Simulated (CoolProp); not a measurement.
Cyclopentane along the isobar 3.99 MPa: fugacity coefficient from the reference equation and from simpler models built on Tc = 238.6 °C, pc = 4.583 MPa, ω = 0.202; each cubic takes its own stable root.

Values from CoolProp's reference Helmholtz-energy equation of state, Gedanitz 2015.

| T (°C) | phase | reference | van der Waals | Soave-Redlich-Kwong | Peng-Robinson |
|---|---|---|---|---|---|
| -64.35 | liquid | 6.127e-5 | 0.009397 | 5.902e-5 | 6.806e-5 |
| -52.35 | liquid | 0.0001675 | 0.01439 | 0.0001611 | 0.0001804 |
| -40.45 | liquid | 0.0004037 | 0.02101 | 0.0003885 | 0.0004247 |
| -28.55 | liquid | 0.0008811 | 0.02954 | 0.0008499 | 0.0009104 |
| -16.55 | liquid | 0.001777 | 0.04029 | 0.001720 | 0.001811 |
| -4.65 | liquid | 0.003313 | 0.05328 | 0.003222 | 0.003342 |
| 7.35 | liquid | 0.005826 | 0.06888 | 0.005695 | 0.005834 |
| 19.25 | liquid | 0.009656 | 0.08694 | 0.009490 | 0.009618 |
| 31.15 | liquid | 0.01526 | 0.1076 | 0.01508 | 0.01514 |
| 43.15 | liquid | 0.02319 | 0.1312 | 0.02305 | 0.02298 |
| 55.05 | liquid | 0.03384 | 0.1573 | 0.03383 | 0.03350 |
| 67.05 | liquid | 0.04790 | 0.1862 | 0.04816 | 0.04744 |
| 78.95 | liquid | 0.06565 | 0.2174 | 0.06635 | 0.06506 |
| 90.85 | liquid | 0.08762 | 0.2510 | 0.08900 | 0.08696 |
| 102.85 | liquid | 0.1144 | 0.2872 | 0.1168 | 0.1138 |
| 114.75 | liquid | 0.1460 | 0.3252 | 0.1496 | 0.1454 |
